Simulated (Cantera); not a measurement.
Mixture: 4.35 % CH4, 17.4 % O2, 65.2 % N2, 13.0 % CO2, at 6530 Torr, adiabatic and at constant volume. Ignition delay is the time to a rise of 400 K.

Detailed kinetics in Cantera: GRI-Mech 3.0 (53 species, 325 reactions).

Problem. Predict: delay at 1275 K; delay at 1375 K; delay at 1475 K; delay at 1575 K; delay at 1675 K; delay at 1775 K; apparent activation energy between 1575 and 1775 K.

Solution. 
```json
{
 "delay at 1275 K": "1.91 ms",
 "delay at 1375 K": "0.646 ms",
 "delay at 1475 K": "0.242 ms",
 "delay at 1575 K": "99.0 µs",
 "delay at 1675 K": "44.4 µs",
 "delay at 1775 K": "21.9 µs",
 "apparent activation energy between 1575 and 1775 K": "180 kJ/mol"
}
```
